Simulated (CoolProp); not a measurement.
Properties of CH3F (R41) along the isotherm 121.85 °C (Tc = 44.1 °C, pc = 5906 kPa, ω = 0.200).

Values from CoolProp's reference Helmholtz-energy equation of state, Lemmon 2006. It is a short technical equation, of lower accuracy than the large ones.

```json
[
 {"p (kPa)": "28", "phase": "gas", "Z": "0.9991", "cp (kJ/(kg K))": "1.288", "speed of sound (m/s)": "345.0", "expansivity (1/kK)": "2.539", "fugacity coefficient": "0.9991"},
 {"p (kPa)": "42.3", "phase": "gas", "Z": "0.9986", "cp (kJ/(kg K))": "1.289", "speed of sound (m/s)": "344.9", "expansivity (1/kK)": "2.543", "fugacity coefficient": "0.9986"},
 {"p (kPa)": "63.8", "phase": "gas", "Z": "0.9979", "cp (kJ/(kg K))": "1.290", "speed of sound (m/s)": "344.7", "expansivity (1/kK)": "2.549", "fugacity coefficient": "0.9979"},
 {"p (kPa)": "96.2", "phase": "gas", "Z": "0.9969", "cp (kJ/(kg K))": "1.292", "speed of sound (m/s)": "344.5", "expansivity (1/kK)": "2.558", "fugacity coefficient": "0.9969"},
 {"p (kPa)": "145", "phase": "gas", "Z": "0.9953", "cp (kJ/(kg K))": "1.295", "speed of sound (m/s)": "344.2", "expansivity (1/kK)": "2.572", "fugacity coefficient": "0.9953"},
 {"p (kPa)": "219", "phase": "gas", "Z": "0.9929", "cp (kJ/(kg K))": "1.299", "speed of sound (m/s)": "343.7", "expansivity (1/kK)": "2.593", "fugacity coefficient": "0.9930"},
 {"p (kPa)": "330", "phase": "gas", "Z": "0.9894", "cp (kJ/(kg K))": "1.305", "speed of sound (m/s)": "343.0", "expansivity (1/kK)": "2.625", "fugacity coefficient": "0.9894"},
 {"p (kPa)": "498", "phase": "gas", "Z": "0.9839", "cp (kJ/(kg K))": "1.315", "speed of sound (m/s)": "341.9", "expansivity (1/kK)": "2.674", "fugacity coefficient": "0.9841"},
 {"p (kPa)": "752", "phase": "gas", "Z": "0.9757", "cp (kJ/(kg K))": "1.330", "speed of sound (m/s)": "340.2", "expansivity (1/kK)": "2.750", "fugacity coefficient": "0.9761"},
 {"p (kPa)": "1130", "phase": "gas", "Z": "0.9635", "cp (kJ/(kg K))": "1.354", "speed of sound (m/s)": "337.8", "expansivity (1/kK)": "2.868", "fugacity coefficient": "0.9642"},
 {"p (kPa)": "1710", "phase": "gas", "Z": "0.9447", "cp (kJ/(kg K))": "1.391", "speed of sound (m/s)": "334.1", "expansivity (1/kK)": "3.059", "fugacity coefficient": "0.9463"},
 {"p (kPa)": "2580", "phase": "gas", "Z": "0.9163", "cp (kJ/(kg K))": "1.454", "speed of sound (m/s)": "328.7", "expansivity (1/kK)": "3.374", "fugacity coefficient": "0.9200"},
 {"p (kPa)": "3890", "phase": "gas", "Z": "0.8735", "cp (kJ/(kg K))": "1.561", "speed of sound (m/s)": "321.0", "expansivity (1/kK)": "3.920", "fugacity coefficient": "0.8817"},
 {"p (kPa)": "5870", "phase": "gas", "Z": "0.8087", "cp (kJ/(kg K))": "1.763", "speed of sound (m/s)": "310.4", "expansivity (1/kK)": "4.941", "fugacity coefficient": "0.8266"},
 {"p (kPa)": "8860", "phase": "supercritical", "Z": "0.7131", "cp (kJ/(kg K))": "2.173", "speed of sound (m/s)": "298.4", "expansivity (1/kK)": "6.987", "fugacity coefficient": "0.7500"}
]
```
